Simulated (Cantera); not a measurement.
Charge: 1 mol Fe2O3, 0.055 mol H2S, 2.4 mol CO2, 0.11 mol SO2, held at 21.0 mbar.

These are equilibrium values from Cantera (NASA tables, ideal gas, pure condensed phases), not measurements of a reactor. Candidate condensed phases: C, C6H6, C7H8, C8H18, Fe, Fe(CO)5, FeO, Fe(OH)2, Fe(OH)3, FeS, FeSO4, FeS2, Fe2O3, Fe2(SO4)3, Fe3O4, H2O, H2SO4, S; 127 gas species. Mutual solubility and eutectic melting of coexisting phases are not modelled. The numbers say what is thermodynamically allowed, not how fast it happens.

x: gas mole fraction; n: condensed amount in mol.

```
T (K)  x CO2   x SO2      x O2   x H2O      x CO      x OH    x SO3  n Fe2O3(s)  n Fe3O4(s)
-----  -----  ------  --------  ------  --------  --------  -------  ----------  ----------
825    0.916  0.0630    <1e-12  0.0210   3.49e-6    <1e-12  1.62e-8       0.505       0.330
975    0.916  0.0630       [?]  0.0210       [?]       [?]      [?]       0.505       0.330
1125   0.916  0.0630   8.97e-7  0.0210   1.77e-5   5.52e-8  4.25e-6       0.505       0.330
1275   0.916  0.0629  0.000336  0.0210   3.16e-5   1.88e-6  2.43e-5       0.500       0.333
1425   0.887  0.0609    0.0311  0.0203       [?]       [?]      [?]           0       0.667
1575   0.887  0.0610    0.0313  0.0203  0.000494  0.000107  4.06e-5           0       0.667
1725   0.883  0.0609    0.0325  0.0201   0.00309  0.000318  2.20e-5           0       0.667
```

**Question.** Complete the blanks.

**Answer.** 
- 975, x O2: 3.52e-10
- 975, x CO: 8.58e-6
- 975, x OH: 5.36e-10
- 975, x SO3: 4.18e-7
- 1425, x CO: 5.20e-5
- 1425, x OH: 2.89e-5
- 1425, x SO3: 8.71e-5
